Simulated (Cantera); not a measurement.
An adiabatic, constant-pressure homogeneous reactor starts with CH4 : O2 : N2 = 1 : 0.8 : 3.01 (molar parts), equivalence ratio 2.5, at 1200 K and 4200 Torr.

Computed with Cantera and GRI-Mech 3.0 (53 species, 325 reactions).

**Question.** Predict: time of steepest temperature rise; temperature at 1.00 s; equilibrium temperature; x(CH4) at 1.00 s; x(O2) at 1.00 s; x(HCO) at 1.00 s; x(CO2) at 1.00 s; x(H) at 1.00 s; x(NO) at 1.00 s.

**Answer.** 
```
Item                                                                   Value
---------------------------------  -----------------------------------------
time of steepest temperature rise                                    15.0 ms
temperature at 1.00 s                                                 2006 K
equilibrium temperature                                               2006 K
x(CH4) at 1.00 s                     3.34e-8 (gas-phase equilibrium 3.79e-8)
x(O2) at 1.00 s                      2.13e-9 (gas-phase equilibrium 2.13e-9)
x(HCO) at 1.00 s                     1.08e-7 (gas-phase equilibrium 1.08e-7)
x(CO2) at 1.00 s                       0.0120 (gas-phase equilibrium 0.0120)
x(H) at 1.00 s                     0.000358 (gas-phase equilibrium 0.000358)
x(NO) at 1.00 s                      1.58e-6 (gas-phase equilibrium 6.29e-7)
```
